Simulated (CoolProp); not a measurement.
Saturated liquid density (kg/m³) of n-octane: the reference equation beside estimates from Tc = 295.6 °C, pc = 2.484 MPa, ω = 0.398. Rackett uses Z = 0.29056 − 0.08775 ω.

Values from CoolProp's reference Helmholtz-energy equation of state, Beckmüller 2019.

```json
[
 {"T (°C)": "13.45", "reference": "707.8", "Rackett": "716.5", "Redlich-Kwong": "582.6"},
 {"T (°C)": "17.55", "reference": "704.5", "Rackett": "713.2", "Redlich-Kwong": "579.9"},
 {"T (°C)": "21.65", "reference": "701.2", "Rackett": "709.8", "Redlich-Kwong": "577.3"},
 {"T (°C)": "25.75", "reference": "697.9", "Rackett": "706.5", "Redlich-Kwong": "574.6"},
 {"T (°C)": "29.75", "reference": "694.6", "Rackett": "703.1", "Redlich-Kwong": "571.9"},
 {"T (°C)": "33.85", "reference": "691.3", "Rackett": "699.7", "Redlich-Kwong": "569.1"},
 {"T (°C)": "37.95", "reference": "687.9", "Rackett": "696.3", "Redlich-Kwong": "566.3"},
 {"T (°C)": "42.05", "reference": "684.6", "Rackett": "692.8", "Redlich-Kwong": "563.4"},
 {"T (°C)": "46.15", "reference": "681.2", "Rackett": "689.4", "Redlich-Kwong": "560.5"},
 {"T (°C)": "50.25", "reference": "677.8", "Rackett": "685.9", "Redlich-Kwong": "557.6"},
 {"T (°C)": "54.35", "reference": "674.4", "Rackett": "682.3", "Redlich-Kwong": "554.6"}
]
```

Absolute difference from the reference over all 11 rows, mean and median: Rackett 1.2 and 1.2 %, Redlich-Kwong 17.7 and 17.7 %.
